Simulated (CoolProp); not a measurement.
Saturated liquid density (kg/m³) of R245fa: the reference equation beside estimates from Tc = 153.9 °C, pc = 3.651 MPa, ω = 0.378.

Computed with CoolProp (reference Helmholtz-energy equation of state, Akasaka 2015).

```csv
T (°C),reference,van der Waals,Soave-Redlich-Kwong,Peng-Robinson
51.95,1262,742.0,1134,1286
57.95,1243,730.9,1114,1264
63.95,1224,719.4,1094,1241
69.85,1205,707.6,1072,1217
75.85,1185,695.2,1050,1191
81.75,1164,682.5,1026,1165
87.75,1142,669.1,1001,1136
93.75,1119,654.9,973.7,1105
99.65,1095,640.3,945.6,1073
105.65,1069,624.6,915.0,1038
```

Absolute difference from the reference over all 10 rows, mean and median: van der Waals 41.4 and 41.3 %, Soave-Redlich-Kwong 11.9 and 11.6 %, Peng-Robinson 1.3 and 1.3 %.
